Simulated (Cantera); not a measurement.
Input: 1 mol Si2Cl6, 0.035 mol HCl, 55 mol N2, equilibrated at 850 K and 4.65 Torr.

Method: chemical equilibrium by Gibbs-energy minimisation in Cantera with the NASA 1993 tables (ideal gas, pure condensed phases). Candidate condensed phases: NH4Cl, Si, Si3N4; 28 gas species. The feed counts by its element totals alone. N2 is the only nitrogen source here; it is nearly inert below about 1500 K, so the nitride shown seldom forms there in practice. The numbers say what is thermodynamically allowed, not how fast it happens.

Base state: N2 0.973, SiCl4 0.0267, HCl 0.000621 (mole fractions); condensed: Si3N4(s).

Q: What changes in the equilibrium state with this change: Si2Cl6 replaced by SiCl4?

A: 
```json
[
 {"species": "N2", "before": "0.973", "after": "0.982"},
 {"species": "SiCl4", "before": "0.0267", "after": "0.0178"},
 {"species": "HCl", "before": "0.000621", "after": "0.000625"},
 {"species": "Si3N4(s), mol", "before": "0.167", "after": "0"}
]
```
